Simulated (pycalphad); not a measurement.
CALPHAD calculation (pycalphad, COST 507 light-alloy database (1999)), 1 atm. The data set is of 1999 and partly superseded. Phase fractions are per mole of atoms.

Question: Give the equilibrium state of Si-66.1Sn (at.%) at 477 °C.

Answer: 
```
T = 750.00 K, P = 101325 Pa, N = 1 mol of atoms
G = -38755 J/mol, H = 16826 J/mol, S = 74.11 J/(mol K)  (SER reference)
chemical potentials (J/mol): Si -19438, Sn -48661
phase             fraction      x(Si)      x(Sn)
LIQUID              0.6611   0.000153     0.9998
DIAMOND_A4          0.3389     1.0000   4.04e-07
```

DIAMOND_A4 is diamond (Si).
